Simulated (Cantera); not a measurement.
## Low-pressure radical oxidation in H2/O2

A perfectly stirred reactor is fed with H2 : O2 = 0.018 : 1 (molar parts), at 10.00 Torr; it is held at 1050 K, and followed from long to short residence time.

Computed with Cantera and GRI-Mech 3.0 (53 species, 325 reactions). Radical loss at walls, strong at low pressure, is not modelled.

```tsv
τ (s)	x H2	x O2	x HO2	x H2O	x OH
8.3	4.75e-5	0.982	5.95e-7	0.0177	0.000144
3.1	8.26e-5	0.981	8.62e-7	0.0176	0.000203
1.1	0.000147	0.981	1.24e-6	0.0175	0.000293
0.42	0.000251	0.980	1.68e-6	0.0173	0.000415
0.15	0.000455	0.978	2.23e-6	0.0168	0.000600
0.056	0.000829	0.976	2.81e-6	0.0161	0.000847
0.021	0.00157	0.974	3.34e-6	0.0149	0.00116
0.0077	0.00315	0.973	3.74e-6	0.0128	0.00152
0.0028	0.00646	0.974	3.82e-6	0.00933	0.00172
0.0010	0.0128	0.979	3.26e-6	0.00386	0.00117
```
x: mole fraction; the columns are a selection and need not sum to one.
